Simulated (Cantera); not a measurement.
Input: 1 mol C, 1.9 mol NH₃, 23 mol H₂, held at 27000 Pa.

Equilibrium computed with Cantera from the NASA thermochemical tables; the gas is ideal and each condensed phase is pure. Candidate condensed phases: C, C₆H₆, C₇H₈, C₈H₁₈; 110 gas species. Ions and electrons are included (thermal ionisation). Kinetics and transport are ignored. All values below are at 4500 K.

Base state: H 0.943, H₂ 0.0201, C 0.0165, N₂ 0.0160, N 0.00219, CN 0.00165, C₂ 0.000252, HCN 0.000133 (mole fractions); condensed: gas only.

Q: What changes in the equilibrium state with this change: H₂ from 23 to 1.6 mol?

A: 
```json
[
 {"species": "H", "before": "0.943", "after": "0.812"},
 {"species": "N₂", "before": "0.0160", "after": "0.0795"},
 {"species": "C", "before": "0.0165", "after": "0.0665"},
 {"species": "CN", "before": "0.00165", "after": "0.0148"},
 {"species": "H₂", "before": "0.0201", "after": "0.0149"},
 {"species": "C₃", "before": "1.28e-5", "after": "0.000842"},
 {"species": "CNC", "before": "6.64e-7", "after": "2.41e-5"},
 {"species": "C₂", "before": "0.000252", "after": "0.00411"},
 {"species": "C₂H", "before": "3.20e-5", "after": "0.000449"}
]
```

Q: What changes in the equilibrium state with this change: C replaced by C₆H₆?

A: 
```tsv
species	before	after
H	0.943	0.882
C	0.0165	0.0736
H₂	0.0201	0.0176
N₂	0.0160	0.0109
C₃	1.28e-5	0.00114
C₂	0.000252	0.00504
C₂H	3.20e-5	0.000598
C₂H₂ (acetylene)	1.00e-6	1.75e-5
CNC	6.64e-7	1.09e-5
```
